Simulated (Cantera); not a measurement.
An isothermal, constant-pressure homogeneous reactor starts with 0.813 % H2, 99.2 % O2, at 900 K and 20.0 Torr.

Detailed kinetics in Cantera: GRI-Mech 3.0 (53 species, 325 reactions). Radical loss at walls, strong at low pressure, is not modelled. Below about 950 K walls govern HO2 and H2O2 in real vessels.

x: mole fraction; the columns are a selection and need not sum to one.

```json
[
 {"t (s)": "5.00e-5", "x H2": "0.00813", "x O2": "0.992", "x H2O": "<1e-12", "x O": "<1e-12", "x OH": "<1e-12", "x H": "<1e-12", "x H2O2": "<1e-12"},
 {"t (s)": "0.000195", "x H2": "0.00813", "x O2": "0.992", "x H2O": "<1e-12", "x O": "<1e-12", "x OH": "<1e-12", "x H": "<1e-12", "x H2O2": "<1e-12"},
 {"t (s)": "0.000758", "x H2": "0.00813", "x O2": "0.992", "x H2O": "3.38e-12", "x O": "6.24e-12", "x OH": "4.01e-12", "x H": "2.25e-12", "x H2O2": "<1e-12"},
 {"t (s)": "0.00295", "x H2": "0.00813", "x O2": "0.992", "x H2O": "1.21e-10", "x O": "1.11e-10", "x OH": "5.05e-11", "x H": "2.06e-11", "x H2O2": "<1e-12"},
 {"t (s)": "0.0115", "x H2": "0.00813", "x O2": "0.992", "x H2O": "?", "x O": "?", "x OH": "?", "x H": "?", "x H2O2": "1.56e-12"},
 {"t (s)": "0.0447", "x H2": "0.000367", "x O2": "0.991", "x H2O": "0.00771", "x O": "0.000566", "x OH": "0.000130", "x H": "4.60e-5", "x H2O2": "1.29e-7"},
 {"t (s)": "0.174", "x H2": "?", "x O2": "0.992", "x H2O": "0.00812", "x O": "?", "x OH": "?", "x H": "?", "x H2O2": "?"},
 {"t (s)": "0.678", "x H2": "4.83e-6", "x O2": "0.992", "x H2O": "0.00816", "x O": "6.44e-6", "x OH": "5.72e-6", "x H": "2.29e-8", "x H2O2": "1.19e-8"},
 {"t (s)": "2.64", "x H2": "5.77e-7", "x O2": "0.992", "x H2O": "0.00816", "x O": "7.07e-7", "x OH": "1.96e-6", "x H": "8.61e-10", "x H2O2": "4.28e-9"},
 {"t (s)": "10.3", "x H2": "3.69e-8", "x O2": "0.992", "x H2O": "0.00817", "x O": "8.38e-8", "x OH": "6.97e-7", "x H": "3.54e-11", "x H2O2": "1.11e-9"},
 {"t (s)": "40.0", "x H2": "8.08e-10", "x O2": "0.992", "x H2O": "0.00817", "x O": "1.27e-8", "x OH": "2.72e-7", "x H": "2.04e-12", "x H2O2": "2.43e-10"}
]
```

Task: Complete the blanks.

Result: 
- 0.0115, x H2O: 3.39e-7
- 0.0115, x O: 2.65e-7
- 0.0115, x OH: 1.15e-7
- 0.0115, x H: 4.55e-8
- 0.174, x H2: 3.21e-5
- 0.174, x O: 5.56e-5
- 0.174, x OH: 1.91e-5
- 0.174, x H: 6.58e-7
- 0.174, x H2O2: 2.88e-8
